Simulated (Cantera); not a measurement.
An isothermal, constant-pressure homogeneous reactor starts with C2H6 : N2 = 1 : 2 (molar parts), at 1523 K and 1.01 bar. Integrator tolerance rtol = 1e-08.

Model: GRI-Mech 3.0 (53 species, 325 reactions), integrated in Cantera. GRI-Mech 3.0 stops at C3 and has no aromatics, soot or wall deposition, so with more carbon than oxygen in the feed, carbon stays in small species such as C2H2 where larger ones or solid carbon would form.

Task: What does this change do: N2 2 to 0.8 parts?

Result: 
| quantity | before | after |
|---|---|---|
| x(C2H6) at 2.00 s | 3.25e-5 (gas-phase equilibrium 2.43e-5) | 6.95e-5 (gas-phase equilibrium 5.86e-5) |
| x(C2H2) at 2.00 s | 0.173 (gas-phase equilibrium 0.124) | 0.226 (gas-phase equilibrium 0.183) |
| x(H) at 2.00 s | 1.33e-5 (gas-phase equilibrium 1.35e-5) | 1.51e-5 (gas-phase equilibrium 1.53e-5) |
| x(CH4) at 2.00 s | 0.0545 (gas-phase equilibrium 0.0474) | 0.0898 (gas-phase equilibrium 0.0831) |
| x(HCN) at 2.00 s | 2.00e-8 (gas-phase equilibrium 0.108) | 8.84e-9 (gas-phase equilibrium 0.0930) |
